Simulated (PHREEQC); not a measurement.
Dissolve 38 mmol/kgw HF and 2.8 mmol/kgw NH4F at 25 °C. Closed to the air; pH follows from the charge balance.

Model: ion-association model, wateq4f.dat, run in PHREEQC.

Each row changes one thing in this solution. Precipitation was switched off in this run.

```json
[
 {"case": "as made", "pH": "2.45", "ionic strength (mol/kgw)": "0.00664", "HF (mol/kgw)": "0.0291", "F- (mol/kgw)": "0.00597", "H2F2 (mol/kgw)": "0.00221", "HF2- (mol/kgw)": "0.000667"},
 {"case": "temperature from 25 to 55 °C", "pH": "2.57", "ionic strength (mol/kgw)": "0.00570", "HF (mol/kgw)": "0.0326", "F- (mol/kgw)": "0.00499", "H2F2 (mol/kgw)": "…", "HF2- (mol/kgw)": "0.000713"},
 {"case": "HF from 0.038 to 0.38 mol/kgw", "pH": "1.87", "ionic strength (mol/kgw)": "0.0178", "HF (mol/kgw)": "0.183", "F- (mol/kgw)": "0.0104", "H2F2 (mol/kgw)": "0.0874", "HF2- (mol/kgw)": "0.00736"},
 {"case": "temperature from 25 to 35 °C", "pH": "2.48", "ionic strength (mol/kgw)": "0.00634", "HF (mol/kgw)": "0.0304", "F- (mol/kgw)": "0.00563", "H2F2 (mol/kgw)": "0.00167", "HF2- (mol/kgw)": "0.000703"},
 {"case": "NH4F replaced by (NH4)2CO3 at the same molality", "pH": "2.60", "ionic strength (mol/kgw)": "0.00830", "HF (mol/kgw)": "0.0255", "F- (mol/kgw)": "0.00756", "H2F2 (mol/kgw)": "0.00170", "HF2- (mol/kgw)": "0.000743"},
 {"case": "HF left out", "pH": "6.26", "ionic strength (mol/kgw)": "0.00280", "HF (mol/kgw)": "2.17e-6", "F- (mol/kgw)": "0.00280", "H2F2 (mol/kgw)": "1.22e-11", "HF2- (mol/kgw)": "2.33e-8"},
 {"case": "HF replaced by NaF at the same molality", "pH": "6.82", "ionic strength (mol/kgw)": "0.0402", "HF (mol/kgw)": "7.48e-6", "F- (mol/kgw)": "0.0402", "H2F2 (mol/kgw)": "1.47e-10", "HF2- (mol/kgw)": "1.17e-6"},
 {"case": "NH4F from 0.0028 to 0.00028 mol/kgw", "pH": "2.35", "ionic strength (mol/kgw)": "…", "HF (mol/kgw)": "0.0285", "F- (mol/kgw)": "0.00458", "H2F2 (mol/kgw)": "0.00211", "HF2- (mol/kgw)": "0.000501"},
 {"case": "HF replaced by NH4BF4 at the same molality", "pH": "3.04", "ionic strength (mol/kgw)": "0.0418", "HF (mol/kgw)": "0.00513", "F- (mol/kgw)": "0.00466", "H2F2 (mol/kgw)": "6.93e-5", "HF2- (mol/kgw)": "9.27e-5"}
]
```

### Question
What belongs in the gaps?

### Answer

- temperature from 25 to 55 °C, H2F2 (mol/kgw): 0.000887
- NH4F from 0.0028 to 0.00028 mol/kgw, ionic strength (mol/kgw): 0.00508

wateq4f.dat counts part of the HF as a dimer, H2F2, which phreeqc.dat doesn't know; its constant is uncertain. Constants without temperature data keep their 25 °C values here.
